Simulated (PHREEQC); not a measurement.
1 kg of water holding 0.0066 mol NaCl and 0.035 mol Na2SO4 is evaporated at 50 °C; the solids stay in contact with the brine. No CO2 enters from the air. The run lets Halite, Mirabilite, Thenardite precipitate or redissolve, and no other solid.

Model: Pitzer model, pitzer.dat, run in PHREEQC.

```
water left (kg)  ionic strength  water activity  Thenardite (mol)  Cl in solution (mol/kgw)  Na in solution (mol/kgw)  S in solution (mol/kgw)
---------------  --------------  --------------  ----------------  ------------------------  ------------------------  -----------------------
1                         0.112           0.998                 0                   0.00660                    0.0766                   0.0350
0.8219                    0.136           0.998                 0                   0.00803                    0.0932                   0.0426
0.6755                    0.165           0.997                 0                   0.00977                     0.113                   0.0518
0.4563                      [?]           0.996                 0                    0.0145                     0.168                   0.0767
0.375                     0.298           0.995                 0                    0.0176                     0.204                   0.0933
0.3082                    0.362           0.995                 0                    0.0214                     0.249                    0.114
0.2533                    0.441           0.993                 0                    0.0261                     0.302                    0.138
0.2082                    0.536           0.992                 0                    0.0317                     0.368                    0.168
0.1711                    0.652           0.991                 0                    0.0386                     0.448                    0.205
0.1156                    0.965           0.986                 0                    0.0571                     0.663                      [?]
0.09502                    1.17           0.984                 0                    0.0695                     0.806                    0.368
0.07809                    1.43           0.980                 0                    0.0845                     0.981                    0.448
0.06418                    1.74           0.976                 0                     0.103                      1.19                    0.545
0.05275                    2.12           0.972                 0                     0.125                      1.45                    0.663
0.04335                    2.57           0.966                 0                     0.152                      1.77                      [?]
0.0293                     3.81           0.950                 0                     0.225                      2.61                     1.19
0.02407                     [?]           0.940                 0                     0.274                      3.18                     1.45
0.01979                    5.64           0.926                 0                     0.334                      3.87                     1.77
0.01627                    6.86           0.910                 0                     0.406                      4.71                     2.15
0.01337                    8.35           0.889                 0                     0.494                      5.73                     2.62
0.01099                    8.97           0.879           0.00435                     0.600                      6.18                     2.79
0.007427                   8.64           0.874            0.0158                     0.889                      6.05                     2.58
0.006093                   8.43           0.871            0.0201                      1.08                      5.98                     2.45
0.005012                   8.20           0.867            0.0235                      1.32                      5.90                     2.29
```

Question: Some entries are withheld; supply them.

Answer: 
- 0.4563, ionic strength: 0.245
- 0.1156, S in solution (mol/kgw): 0.303
- 0.04335, S in solution (mol/kgw): 0.807
- 0.02407, ionic strength: 4.64

Complexes and solids missing from the database can't appear. Away from 25 °C the constants follow the database's enthalpies or fits; those with neither stay at their 25 °C values.
